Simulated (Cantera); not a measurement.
An adiabatic, constant-pressure homogeneous reactor starts with H2 : O2 : N2 = 1 : 0.385 : 1.45 (molar parts), at 1548 K and 10.0 bar.

Computed with Cantera and GRI-Mech 3.0 (53 species, 325 reactions). The hydrogen kinetics of GRI-Mech 3.0 are dated; newer H2 mechanisms differ, most at raised pressure. Above 3000 K some thermodynamic fits are extrapolated.

One state of this run: T (K) = 3083; x H2 = 0.103; x O2 = 0.00248; x N2O = 7.52e-7; x H2O2 = 8.45e-7; x H = 0.0207. x: mole fraction; the columns are a selection and need not sum to one.

Q: Which value of t (s) does it belong to?
A) 3.00e-6
B) 0.0217
C) 6.29e-6
D) 1.32e-5

A: B, 0.0217
